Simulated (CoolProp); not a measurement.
Properties of methanol along the isobar 6070 kPa (Tc = 240.2 °C, pc = 8216 kPa, ω = 0.565).

Computed with CoolProp (reference Helmholtz-energy equation of state, de Reuck 1993).

```tsv
T (°C)	phase	density (kg/m³)	isothermal compressibility (1/MPa)
-60.95	liquid	871.9	0.0006862
-47.15	liquid	858.6	0.0007495
-33.35	liquid	845.6	0.0008168
-19.55	liquid	832.7	0.0008893
-5.75	liquid	820.0	0.0009680
8.05	liquid	807.4	0.001054
21.85	liquid	794.9	0.001148
35.65	liquid	782.4	0.001253
49.45	liquid	769.7	0.001372
63.25	liquid	756.7	0.001509
```
